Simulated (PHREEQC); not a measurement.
Consider water at 25 °C with 0.0014 mol/kgw NaH2PO4, 0.017 mol/kgw NaOH and 0.00084 mol/kgw KCl. Closed to the air; pH follows from the charge balance.

The numbers come from PHREEQC with the ion-association model, phreeqc.dat.

Each row changes one thing in this solution. Precipitation was switched off in this run.

| case | pH | ionic strength (mol/kgw) | PO4-3 (mol/kgw) | HPO4-2 (mol/kgw) | NaHPO4- (mol/kgw) | KHPO4- (mol/kgw) | SI of Halite (NaCl) | SI of Sylvite (KCl) |
|---|---|---|---|---|---|---|---|---|
| as made | 12.10 | 0.0221 | 0.000759 | 0.000627 | 1.28e-5 | 5.80e-7 | -6.51 | -7.18 |
| diluted 2-fold with water | 11.83 | 0.0108 | 0.000238 | 0.000456 | 5.38e-6 | 2.45e-7 | -7.08 | -7.75 |
| NaH2PO4 from 0.0014 to 0.014 mol/kgw | ___ | 0.0485 | 0.00166 | 0.0120 | 0.000334 | 8.93e-6 | -6.33 | -7.23 |
| NaOH from 0.017 to 0.0034 mol/kgw | 11.22 | 0.00732 | 0.000148 | 0.00124 | 8.15e-6 | 1.42e-6 | -7.04 | -7.13 |
| KCl from 0.00084 to 0.00042 mol/kgw | 12.10 | 0.0217 | 0.000758 | 0.000629 | 1.29e-5 | 2.92e-7 | ___ | ___ |

Q: Some entries are withheld; supply them.

A: 
- NaH2PO4 from 0.0014 to 0.014 mol/kgw, pH: 11.03
- KCl from 0.00084 to 0.00042 mol/kgw, SI of Halite (NaCl): -6.81
- KCl from 0.00084 to 0.00042 mol/kgw, SI of Sylvite (KCl): -7.78
